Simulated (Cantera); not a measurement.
An adiabatic, constant-pressure homogeneous reactor starts with CH4 : C2H6 : O2 : N2 = 1 : 0.066 : 1.06 : 3.99 (molar parts), equivalence ratio 2.1, at 1750 K and 220000 Pa. Integrator tolerance rtol = 1e-08.

Cantera simulation using GRI-Mech 3.0 (53 species, 325 reactions); the numbers are that mechanism's predictions, not measurements.

Question: What does this change do: initial temperature 1750 to 1325 K?

Answer: 
| quantity | before | after |
|---|---|---|
| time of steepest temperature rise | 41.5 µs | 1.84 ms |
| temperature at 0.100 s | 2664 K | 2332 K |
| equilibrium temperature | 2664 K | 2332 K |
| x(CH4) at 0.100 s | 5.10e-11 (gas-phase equilibrium 5.72e-11) | 2.18e-10 (gas-phase equilibrium 2.47e-10) |
| x(C2H6) at 0.100 s | <1e-12 (gas-phase equilibrium <1e-12) | <1e-12 (gas-phase equilibrium <1e-12) |
| x(O2) at 0.100 s | 3.29e-5 (gas-phase equilibrium 3.29e-5) | 1.24e-6 (gas-phase equilibrium 1.24e-6) |
| x(HO2) at 0.100 s | 3.93e-8 (gas-phase equilibrium 3.93e-8) | 1.42e-9 (gas-phase equilibrium 1.42e-9) |
| x(C2H) at 0.100 s | <1e-12 (gas-phase equilibrium <1e-12) | <1e-12 (gas-phase equilibrium <1e-12) |
| x(CH2) at 0.100 s | 1.00e-11 (gas-phase equilibrium 1.09e-11) | 2.09e-12 (gas-phase equilibrium 2.34e-12) |
| x(C2H2) at 0.100 s | <1e-12 (gas-phase equilibrium <1e-12) | <1e-12 (gas-phase equilibrium <1e-12) |

Question: What does this change do: 0.58 parts H2 added?

Answer: 
| quantity | before | after |
|---|---|---|
| time of steepest temperature rise | 41.5 µs | 27.1 µs |
| temperature at 0.100 s | 2664 K | 2609 K |
| equilibrium temperature | 2664 K | 2609 K |
| x(CH4) at 0.100 s | 5.10e-11 (gas-phase equilibrium 5.72e-11) | 1.43e-10 (gas-phase equilibrium 1.61e-10) |
| x(C2H6) at 0.100 s | <1e-12 (gas-phase equilibrium <1e-12) | <1e-12 (gas-phase equilibrium <1e-12) |
| x(O2) at 0.100 s | 3.29e-5 (gas-phase equilibrium 3.29e-5) | 1.08e-5 (gas-phase equilibrium 1.08e-5) |
| x(HO2) at 0.100 s | 3.93e-8 (gas-phase equilibrium 3.93e-8) | 1.47e-8 (gas-phase equilibrium 1.47e-8) |
| x(C2H) at 0.100 s | <1e-12 (gas-phase equilibrium <1e-12) | <1e-12 (gas-phase equilibrium <1e-12) |
| x(CH2) at 0.100 s | 1.00e-11 (gas-phase equilibrium 1.09e-11) | 1.36e-11 (gas-phase equilibrium 1.50e-11) |
| x(C2H2) at 0.100 s | <1e-12 (gas-phase equilibrium <1e-12) | <1e-12 (gas-phase equilibrium <1e-12) |

Question: What does this change do: N2 3.99 to 12 parts?

Answer: 
```tsv
quantity	before	after
time of steepest temperature rise	41.5 µs	0.101 ms
temperature at 0.100 s	2664 K	2247 K
equilibrium temperature	2664 K	2247 K
x(CH4) at 0.100 s	5.10e-11 (gas-phase equilibrium 5.72e-11)	3.71e-11 (gas-phase equilibrium 4.16e-11)
x(C2H6) at 0.100 s	<1e-12 (gas-phase equilibrium <1e-12)	<1e-12 (gas-phase equilibrium <1e-12)
x(O2) at 0.100 s	3.29e-5 (gas-phase equilibrium 3.29e-5)	4.56e-7 (gas-phase equilibrium 4.56e-7)
x(HO2) at 0.100 s	3.93e-8 (gas-phase equilibrium 3.93e-8)	3.56e-10 (gas-phase equilibrium 3.57e-10)
x(C2H) at 0.100 s	<1e-12 (gas-phase equilibrium <1e-12)	<1e-12 (gas-phase equilibrium <1e-12)
x(CH2) at 0.100 s	1.00e-11 (gas-phase equilibrium 1.09e-11)	<1e-12 (gas-phase equilibrium <1e-12)
x(C2H2) at 0.100 s	<1e-12 (gas-phase equilibrium <1e-12)	<1e-12 (gas-phase equilibrium <1e-12)
```
